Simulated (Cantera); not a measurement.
Feed: 1 mol C6H6, 0.0072 mol O2, 16 mol H2, equilibrated at 2123.15 K and 0.0133 bar.

Cantera equilibrium calculation (NASA polynomials, part measured and part estimated; ideal gas, pure solids and liquids). Candidate condensed phases: C, C6H6, C7H8, C8H18, H2O; 110 gas species. Kinetics and transport are ignored.

Base state: H2 0.967, H 0.0306, C2H2 (acetylene) 0.00160, CO 0.000746 (mole fractions); condensed: C(graphite).

Question: What changes in the equilibrium state with this change: O2 from 0.0072 to 0.33 mol?

Answer: 
```tsv
species	before	after
H2	0.967	0.935
CO	0.000746	0.0331
H	0.0306	0.0301
C2H2 (acetylene)	0.00160	0.00155
C(graphite), mol	5.92	5.28
```

Question: What changes in the equilibrium state with this change: O2 from 0.0072 to 0.054 mol?

Answer: 
| species | before | after |
|---|---|---|
| H2 | 0.967 | 0.962 |
| H | 0.0306 | 0.0305 |
| CO | 0.000746 | 0.00557 |
| C2H2 (acetylene) | 0.00160 | 0.00160 |
| C(graphite), mol | 5.92 | 5.83 |
